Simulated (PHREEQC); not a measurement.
Solution (20 °C): 0.001 mol/kgw Fe2(SO4)3, 9.1e-05 mol/kgw NaHSO4 and 5.7e-05 mol/kgw NH4HSO4. Closed to the air; pH follows from the charge balance.

Computed with PHREEQC (ion-association model, phreeqc.dat).

Each row changes one thing in this solution. This is a speciation only: nothing precipitates in the calculation.

```csv
case,pH,ionic strength (mol/kgw),SO4-2 (mol/kgw),FeSO4+ (mol/kgw),FeOH+2 (mol/kgw),Fe+3 (mol/kgw),SI of Fe(OH)3(a) (Fe(OH)3),SI of Goethite (FeOOH)
as made,3.06,0.00705,0.00191,0.00106,0.000571,0.000148,+0.16,+5.87
NH4HSO4 left out,3.08,0.00697,0.00188,0.00104,0.000583,0.000147,+0.19,+5.90
diluted 100-fold with water,4.42,9.68e-5,3.14e-5,5.77e-9,2.53e-6,2.15e-8,+0.64,+6.35
NH4HSO4 from 5.7e-05 to 6.27e-05 mol/kgw,3.06,0.00706,0.00192,0.00106,0.000570,0.000148,+0.16,+5.87
NH4HSO4 replaced by Al2(SO4)3 at the same molality,3.08,0.00730,0.00196,0.00105,0.000577,0.000145,+0.20,+5.91
NaHSO4 from 9.1e-05 to 0.000455 mol/kgw,2.99,0.00760,0.00211,0.00117,0.000496,0.000153,-0.04,+5.67
NaHSO4 left out,3.08,0.00692,0.00186,0.00103,0.000590,0.000146,+0.21,+5.92
1.1e-05 mol/kgw Na2B4O7 added,3.07,0.00707,0.00192,0.00105,0.000574,0.000147,+0.18,+5.89
```

Some of these states are supersaturated (in Fe(OH)3(a), Hematite (slow to form), Goethite (slow to form), for instance).
